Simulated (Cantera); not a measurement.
What does this Cantera script print?

```python
import numpy as np
import cantera as ct

gas = ct.Solution("gri30.yaml")
gas.TPX = 1950, 29000, {'CH4': 0.013, 'H2': 1, 'H': 0.0029}
reactor = ct.IdealGasConstPressureReactor(gas, energy="off", clone=False)
net = ct.ReactorNet([reactor])
net.rtol, net.atol = 1e-08, 1e-18
show = ['CH4', 'H2', 'H', 'CH3', 'C2H6', 'CH2']
times = np.geomspace(5e-06, 4, 15)

steps = ct.SolutionArray(gas, extra=["t"])
rows = []
print(f"{'t/s':>10s}{'T/K':>9s}{'P/Pa':>11s}" + "".join(f"{s:>11s}" for s in show))
for t in times:
    while net.time < t:
        t_next = net.step()
        steps.append(gas.state, t=t_next)
    rows.append([np.interp(t, steps.t, y) for y in (steps.T, steps.P, *steps(*show).X.T)])
    print(f"{t:10.3e}{rows[-1][0]:9.1f}{rows[-1][1]:11.4g}" + "".join(f"{x:11.3e}" for x in rows[-1][2:]))
rate = np.gradient(steps.T, steps.t)
print("integrator steps:", len(steps.t))
if steps.T.max() > steps.T[0] + 200:
    print(f"time of steepest temperature rise: {steps.t[rate.argmax()]:.4e} s")
gas.TPX = 1950, 29000, {'CH4': 0.013, 'H2': 1, 'H': 0.0029}
gas.equilibrate("TP")
print(f"equilibrium (TP): T = {gas.T:.1f} K  " + "  ".join(f"{s} {gas[s].X[0]:.3e}" for s in show))
```

Output:

```
       t/s      T/K       P/Pa        CH4         H2          H        CH3       C2H6        CH2
 5.000e-06   1950.0    2.9e+04  1.223e-02  9.849e-01  2.293e-03  5.579e-04  6.672e-07  1.339e-06
 1.320e-05   1950.0    2.9e+04  1.222e-02  9.849e-01  2.283e-03  5.603e-04  1.287e-06  1.490e-06
 3.486e-05   1950.0    2.9e+04  1.221e-02  9.850e-01  2.269e-03  5.564e-04  1.444e-06  1.472e-06
 9.203e-05   1950.0    2.9e+04  1.217e-02  9.850e-01  2.237e-03  5.467e-04  1.411e-06  1.429e-06
 2.430e-04   1950.0    2.9e+04  1.206e-02  9.851e-01  2.173e-03  5.268e-04  1.334e-06  1.341e-06
 6.415e-04   1950.0    2.9e+04  1.180e-02  9.854e-01  2.096e-03  4.968e-04  1.214e-06  1.225e-06
 1.694e-03   1950.0    2.9e+04  1.115e-02  9.857e-01  2.063e-03  4.621e-04  1.061e-06  1.127e-06
 4.472e-03   1950.0    2.9e+04  9.728e-03  9.865e-01  2.070e-03  4.042e-04  8.102e-07  9.967e-07
 1.181e-02   1950.0    2.9e+04  7.261e-03  9.878e-01  2.086e-03  3.037e-04  4.556e-07  7.654e-07
 3.118e-02   1950.0    2.9e+04  4.329e-03  9.893e-01  2.106e-03  1.826e-04  1.642e-07  4.730e-07
 8.231e-02   1950.0    2.9e+04  2.099e-03  9.905e-01  2.122e-03  8.915e-05  3.962e-08  2.362e-07
 2.173e-01   1950.0    2.9e+04  9.429e-04  9.911e-01  2.131e-03  4.019e-05  8.749e-09  1.078e-07
 5.738e-01   1950.0    2.9e+04  5.255e-04  9.913e-01  2.134e-03  2.243e-05  3.361e-09  6.055e-08
 1.515e+00   1950.0    2.9e+04  4.621e-04  9.913e-01  2.135e-03  1.973e-05  2.811e-09  5.332e-08
 4.000e+00   1950.0    2.9e+04  4.614e-04  9.913e-01  2.135e-03  1.970e-05  2.805e-09  5.323e-08
integrator steps: 898
equilibrium (TP): T = 1950.0 K  CH4 4.614e-04  H2 9.913e-01  H 2.135e-03  CH3 1.970e-05  C2H6 2.806e-09  CH2 5.324e-08
```

Cantera simulation using GRI-Mech 3.0 (53 species, 325 reactions); the numbers are that mechanism's predictions, not measurements. GRI-Mech 3.0 stops at C3 and has no aromatics, soot or wall deposition, so with more carbon than oxygen in the feed, carbon stays in small species such as C2H2 where larger ones or solid carbon would form.
